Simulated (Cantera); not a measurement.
An adiabatic, constant-volume homogeneous reactor starts with C3H8 : O2 : N2 = 1 : 2.94 : 11.1 (molar parts), at 1050 K and 760 Torr. Integrator tolerance rtol = 1e-08.

Cantera simulation using GRI-Mech 3.0 (53 species, 325 reactions); the numbers are that mechanism's predictions, not measurements. GRI-Mech 3.0 was tuned for natural gas; its chemistry of propane as a main component is partial and can be far from experiment.

Question: What does this change do: initial temperature 1050 to 1623 K?

Answer: 
```csv
quantity,before,after
time of steepest temperature rise,0.174 s,30.1 µs
temperature at 7.00 s,2721 K,2983 K
equilibrium temperature,2721 K,2983 K
x(C3H8) at 7.00 s,<1e-12 (gas-phase equilibrium <1e-12),<1e-12 (gas-phase equilibrium <1e-12)
x(O2) at 7.00 s,0.000161 (gas-phase equilibrium 0.000161),0.00133 (gas-phase equilibrium 0.00133)
x(CH2) at 7.00 s,4.45e-12 (gas-phase equilibrium 4.76e-12),9.21e-12 (gas-phase equilibrium 9.55e-12)
x(O) at 7.00 s,0.000282 (gas-phase equilibrium 0.000282),0.00258 (gas-phase equilibrium 0.00258)
x(HO2) at 7.00 s,1.66e-7 (gas-phase equilibrium 1.66e-7),1.19e-6 (gas-phase equilibrium 1.19e-6)
x(C2H4) at 7.00 s,<1e-12 (gas-phase equilibrium <1e-12),<1e-12 (gas-phase equilibrium <1e-12)
x(C2H) at 7.00 s,<1e-12 (gas-phase equilibrium <1e-12),<1e-12 (gas-phase equilibrium <1e-12)
```
Above 3000 K some thermodynamic fits are extrapolated.

Question: What does this change do: O2 2.94 to 1.8 parts?

Answer: 
| quantity | before | after |
|---|---|---|
| time of steepest temperature rise | 0.174 s | 0.238 s |
| temperature at 7.00 s | 2721 K | 1879 K |
| equilibrium temperature | 2721 K | 1879 K |
| x(C3H8) at 7.00 s | <1e-12 (gas-phase equilibrium <1e-12) | <1e-12 (gas-phase equilibrium <1e-12) |
| x(O2) at 7.00 s | 0.000161 (gas-phase equilibrium 0.000161) | 1.04e-10 (gas-phase equilibrium 1.04e-10) |
| x(CH2) at 7.00 s | 4.45e-12 (gas-phase equilibrium 4.76e-12) | <1e-12 (gas-phase equilibrium <1e-12) |
| x(O) at 7.00 s | 0.000282 (gas-phase equilibrium 0.000282) | 1.67e-9 (gas-phase equilibrium 1.67e-9) |
| x(HO2) at 7.00 s | 1.66e-7 (gas-phase equilibrium 1.66e-7) | <1e-12 (gas-phase equilibrium <1e-12) |
| x(C2H4) at 7.00 s | <1e-12 (gas-phase equilibrium <1e-12) | <1e-12 (gas-phase equilibrium <1e-12) |
| x(C2H) at 7.00 s | <1e-12 (gas-phase equilibrium <1e-12) | <1e-12 (gas-phase equilibrium <1e-12) |
